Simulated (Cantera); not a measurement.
A perfectly stirred reactor is fed with CH₄ : H₂ = 1 : 11 (molar parts), at 0.0263 atm; it is held at 1575 K, and followed from long to short residence time.

Cantera simulation using GRI-Mech 3.0 (53 species, 325 reactions); the numbers are that mechanism's predictions, not measurements. GRI-Mech 3.0 stops at C3 and has no aromatics, soot or wall deposition, so with more carbon than oxygen in the feed, carbon stays in small species such as C2H2 where larger ones or solid carbon would form. Radical loss at walls, strong at low pressure, is not modelled.

Question: What does this change do: temperature 1575 to 1275 K?

Answer: 
```tsv
quantity	before	after
x(CH₄) at τ = 0.390 s	0.0756	0.0833
x(H₂) at τ = 0.390 s	0.921	0.917
x(CH₃) at τ = 0.390 s	0.000285	2.34e-6
x(C₂H₂) at τ = 0.390 s	0.00326	5.98e-9
x(C₂H₄) at τ = 0.390 s	0.000191	2.09e-7
x(CH₄) at τ = 13.0 ms	0.0832	0.0833
x(H₂) at τ = 13.0 ms	0.917	0.917
x(CH₃) at τ = 13.0 ms	9.36e-5	1.03e-7
x(C₂H₂) at τ = 13.0 ms	2.06e-6	<1e-12
x(C₂H₄) at τ = 13.0 ms	8.67e-6	5.76e-12
```

Question: What does this change do: pressure from 0.0263 atm to 0.00148 atm?

Answer: 
```json
[
 {"quantity": "x(CH₄) at τ = 0.390 s", "before": "0.0756", "after": "0.0830"},
 {"quantity": "x(H₂) at τ = 0.390 s", "before": "0.921", "after": "0.917"},
 {"quantity": "x(CH₃) at τ = 0.390 s", "before": "0.000285", "after": "0.000182"},
 {"quantity": "x(C₂H₂) at τ = 0.390 s", "before": "0.00326", "after": "2.82e-5"},
 {"quantity": "x(C₂H₄) at τ = 0.390 s", "before": "0.000191", "after": "3.28e-5"},
 {"quantity": "x(CH₄) at τ = 13.0 ms", "before": "0.0832", "after": "0.0833"},
 {"quantity": "x(H₂) at τ = 13.0 ms", "before": "0.917", "after": "0.917"},
 {"quantity": "x(CH₃) at τ = 13.0 ms", "before": "9.36e-5", "after": "5.90e-6"},
 {"quantity": "x(C₂H₂) at τ = 13.0 ms", "before": "2.06e-6", "after": "2.22e-11"},
 {"quantity": "x(C₂H₄) at τ = 13.0 ms", "before": "8.67e-6", "after": "2.07e-9"}
]
```

Question: What does this change do: pressure from 0.0263 atm to 0.00326 atm?

Answer: 
```csv
quantity,before,after
x(CH₄) at τ = 0.390 s,0.0756,0.0819
x(H₂) at τ = 0.390 s,0.921,0.917
x(CH₃) at τ = 0.390 s,0.000285,0.000348
x(C₂H₂) at τ = 0.390 s,0.00326,0.000373
x(C₂H₄) at τ = 0.390 s,0.000191,0.000128
x(CH₄) at τ = 13.0 ms,0.0832,0.0833
x(H₂) at τ = 13.0 ms,0.917,0.917
x(CH₃) at τ = 13.0 ms,9.36e-5,1.29e-5
x(C₂H₂) at τ = 13.0 ms,2.06e-6,4.75e-10
x(C₂H₄) at τ = 13.0 ms,8.67e-6,2.15e-8
```
